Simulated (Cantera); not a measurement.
**Dilute partial oxidation**

An isothermal, constant-pressure homogeneous reactor starts with CH₄ : O₂ : N₂ = 0.015 : 0.048 : 1 (molar parts), equivalence ratio 0.62, at 1075 K and 1350 Torr.

Detailed kinetics in Cantera: GRI-Mech 3.0 (53 species, 325 reactions). The temperature is held fixed by assumption; the heat of reaction is taken as removed at once.

```csv
t (s),x CH₄,x O₂,x C₂H,x HO₂,x CH₃,x OH
9.00e-5,0.0141,0.0452,<1e-12,3.36e-10,3.42e-10,<1e-12
0.000233,0.0141,0.0452,<1e-12,8.66e-10,8.91e-10,<1e-12
0.000601,0.0141,0.0452,<1e-12,2.22e-9,2.36e-9,1.12e-12
0.00155,0.0141,0.0452,<1e-12,5.60e-9,6.51e-9,3.33e-12
0.00402,0.0141,0.0452,<1e-12,1.36e-8,2.03e-8,1.10e-11
0.0104,0.0141,0.0452,<1e-12,2.89e-8,7.78e-8,4.26e-11
0.0268,0.0141,0.0452,<1e-12,3.86e-8,2.58e-7,1.37e-10
0.0694,0.0141,0.0452,<1e-12,5.60e-8,3.51e-7,2.03e-10
0.179,0.0141,0.0451,<1e-12,1.21e-7,5.08e-7,3.89e-10
0.463,0.0139,0.0450,<1e-12,4.61e-7,1.13e-6,1.88e-9
1.20,<1e-12,0.0172,<1e-12,1.74e-6,<1e-12,7.39e-7
3.10,<1e-12,0.0169,<1e-12,1.42e-7,<1e-12,1.74e-7
8.00,<1e-12,0.0169,<1e-12,6.51e-9,<1e-12,1.25e-7
```
x: mole fraction; the columns are a selection and need not sum to one.

Equilibrium at this temperature and pressure: CH₄ <1e-12, O₂ 0.0169, C₂H <1e-12, HO₂ 2.65e-10, CH₃ <1e-12, OH 1.10e-7 (gas phase only).
